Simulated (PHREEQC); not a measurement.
Synthetic water in mg/L, 25 °C, pH 2.22, pe 9.2: Na 742; K 738; Ca 361; Mg 99.9; Cl 762; S(6) as SO4 3180; Zn 53.7; Mn(2) 210; F 1.78; Li 4; Br 180.

Valence states are taken as typed.

All values are PHREEQC results (ion-association model, phreeqc.dat), not measurements.

Precipitation was switched off in this run.

Task: Order these F species by the share of F that they hold, largest first: NaF, HF, MgF+, F-.

Result: HF (86 %), F- (13 %), MgF+ (0.83 %), NaF (0.13 %)

The pH is 2.22 and the ionic strength 0.107 mol/kgw.
